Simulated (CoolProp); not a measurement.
Aqueous propylene glycol as a coolant, 56 % by mass, freezing at -42.0 °C, 1 atm.

The numbers come from the Melinder's fits for secondary coolants in CoolProp.

| T (°C) | conductivity (W/(m K)) | density (kg/m³) | Prandtl number | viscosity (mPa s) |
|---|---|---|---|---|
| -30.3 | 0.316 | 1069 | 3140 | 310 |
| -24 | (withheld) | 1067 | 1690 | 167 |
| -17.6 | 0.321 | 1064 | 951 | 93.8 |
| -11.3 | 0.324 | 1061 | 567 | (withheld) |
| -4.9 | 0.327 | 1057 | (withheld) | 34.6 |
| 1.4 | 0.329 | 1054 | 229 | 22.6 |
| 7.8 | 0.332 | 1050 | 155 | 15.2 |
| 14.2 | (withheld) | 1046 | 108 | 10.7 |
| 20.5 | 0.337 | 1042 | 79.0 | 7.79 |
| 26.9 | 0.339 | 1037 | 59.3 | 5.84 |
| 33.2 | 0.342 | 1033 | 45.9 | 4.52 |

Question: Fill in the missing entries.

Answer: 
- -24, conductivity (W/(m K)): 0.319
- -11.3, viscosity (mPa s): 55.9
- -4.9, Prandtl number: 351
- 14.2, conductivity (W/(m K)): 0.334
